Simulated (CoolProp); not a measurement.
Vapour-liquid equilibrium of R22 (1) + methanol (2) at 84.5 kPa; x and y are mole fractions of (1).

Values from CoolProp's multi-fluid Helmholtz-energy mixture model, Kamei 1995 and de Reuck 1993; pair parameters Bell 2016.

| x | bubble temperature, mixture model (K) | bubble temperature, Raoult's law (K) | y, mixture model | y, Raoult's law |
|---|---|---|---|---|
| 0.05 | 291.9 | 304.7 | 0.860 | 0.734 |
| 0.125 | 266.7 | 280.6 | 0.971 | 0.934 |
| 0.2 | 255.5 | 267.4 | 0.987 | 0.973 |
| 0.275 | ? | 258.8 | 0.993 | 0.987 |
| 0.35 | 244.6 | 252.5 | 0.995 | 0.992 |
| 0.425 | 241.4 | 247.7 | 0.997 | 0.995 |
| 0.5 | ? | 243.8 | 0.997 | 0.997 |
| 0.575 | ? | 240.6 | 0.998 | 0.998 |
| 0.65 | 235.2 | 237.8 | 0.998 | 0.999 |
| 0.725 | 233.8 | 235.4 | 0.999 | 0.999 |
| 0.8 | 232.4 | 233.2 | 0.999 | 1.000 |
| 0.875 | ? | 231.3 | 0.999 | 1.000 |
| 0.95 | 229.6 | 229.6 | 1.000 | 1.000 |

Task: Fill in the missing entries.

Result: 
- 0.275, bubble temperature, mixture model (K): 249.0
- 0.5, bubble temperature, mixture model (K): 238.9
- 0.575, bubble temperature, mixture model (K): 236.9
- 0.875, bubble temperature, mixture model (K): 231.0

The largest gap from Raoult's law is -13.9 K in bubble temperature, at x = 0.125. No azeotrope shows between x = 0.05 and 0.95.

The pair parameters rest on a limited set of measurements; away from them the model extrapolates. With so large a gap from Raoult's law the liquid may split in two, which this calculation doesn't test in full.
